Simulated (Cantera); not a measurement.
Input (Python, Cantera) and output of one run.

```python
import numpy as np
import cantera as ct

gas_names = """
    CL CL2 H HCL H2 Si SiCL SiCL2 SiCL3 SiCL4 SiH SiHCL3 SiH2 SiH2CL2 SiH3 SiH3CL SiH4 Si2 Si3
""".split()
cond_names = """
    Si(cr) Si(L)
""".split()


# ... load() reads the species with a 1 bar reference pressure and builds the phases ...
atoms = {
    'Si': {'Si': 1},
    'HCl': {'H': 1, 'CL': 1},
}
top_T = {}  # K; cautious upper limits of use, not melting points


# ... equilibrate(T, P, feed) seeds the gas with the atoms and calls Mixture.equilibrate('TP', solver="vcs", rtol=1e-11, max_steps=5000) ...
results = []
feed = {'Si': 1, 'HCl': 1.6}  # mol
P = 300  # Pa
for T in [498, 573, 648, 723, 798, 873, 948]:
    mix = equilibrate(T, P, feed)
    results.append((T, P, feed, dict(zip(mix.species_names, mix.species_moles))))

top = {s: max(r[3][s] / sum(r[3][g] for g in gas_names) for r in results) for s in gas_names}
cols = sorted((s for s in top if top[s] > 0.001), key=lambda s: -top[s])[:7]
seen = [c for c in cond_names if any(r[3].get(c, 0) > 1e-12 for r in results)]
print("log10 of partial pressures in bar; condensed amounts in mol")
print(f"{'T/K':>10s}" + "".join(f"{s[:9]:>10s}" for s in cols + seen))
for T, P, feed, n in results:
    ng = sum(n[g] for g in gas_names)
    print(f"{T:10.4g}" + "".join(f"{np.log10(max(n[s] / ng * P / 1e5, 1e-99)):10.3f}" for s in cols)
          + "".join(f"{n.get(c, 0):10.4g}" for c in seen))
```

Result:

```
log10 of partial pressures in bar; condensed amounts in mol
       T/K        H2     SiCL4       HCL    SiHCL3     SiCL3     SiCL2    Si(cr)
       498    -2.706    -3.029    -7.555    -4.009   -10.067   -13.054    0.5902
       573    -2.706    -3.028    -6.560    -4.025    -8.611   -10.838    0.5906
       648    -2.706    -3.027    -5.799    -4.042    -7.494    -9.140     0.591
       723    -2.706    -3.027    -5.200    -4.059    -6.612    -7.799    0.5918
       798    -2.708    -3.029    -4.716    -4.076    -5.899    -6.716    0.5933
       873    -2.712    -3.034    -4.319    -4.096    -5.313    -5.824    0.5959
       948    -2.721    -3.047    -3.992    -4.123    -4.828    -5.080    0.5994
```

Method: chemical equilibrium by Gibbs-energy minimisation in Cantera with the NASA 1993 tables (ideal gas, pure condensed phases). The tables' values for SiCl3 are old estimates; treat these amounts as uncertain.
